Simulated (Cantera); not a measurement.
Feed: 1 mol SiH4, 0.64 mol NH3, 2.2 mol N2, at 100 Torr.

Equilibrium computed with Cantera from the NASA thermochemical tables; the gas is ideal and each condensed phase is pure. Candidate condensed phases: Si, Si3N4; 18 gas species. Rates play no part. All values below are at 1450 °C.

Base state: H2 0.615, N2 0.385, H 0.000392 (mole fractions); condensed: Si3N4(s).

What changes in the equilibrium state with this change: 1.6 mol HCl added?


| species | before | after |
|---|---|---|
| H2 | 0.615 | 0.487 |
| N2 | 0.385 | 0.306 |
| HCl | 0 | 0.173 |
| SiCl2 | 0 | 0.0318 |
| SiCl3 | 0 | 0.00207 |
| SiCl4 | 0 | 0.000252 |
| SiHCl3 | 0 | 0.000146 |
| Cl | 0 | 9.58e-5 |
| SiH2Cl2 | 0 | 1.50e-5 |
| Si3N4(s), mol | 0.333 | 0.258 |
The tables' values for SiCl3, SiCl are old estimates; treat these amounts as uncertain. Further candidate phases: NH4Cl.

What changes in the equilibrium state with this change: pressure from 100 Torr to 1.00 Torr?


```json
[
 {"species": "H2", "before": "0.615", "after": "0.537"},
 {"species": "N2", "before": "0.385", "after": "0.459"},
 {"species": "H", "before": "0.000392", "after": "0.00366"},
 {"species": "Si", "before": "9.48e-7", "after": "0.000738"},
 {"species": "Si2N", "before": "2.72e-8", "after": "1.80e-5"},
 {"species": "SiN", "before": "1.21e-7", "after": "1.02e-5"},
 {"species": "Si3N4(s), mol", "before": "0.333", "after": "0"},
 {"species": "Si(l), mol", "before": "0", "after": "0.995"}
]
```
The tables' values for SiN are old estimates; treat these amounts as uncertain.
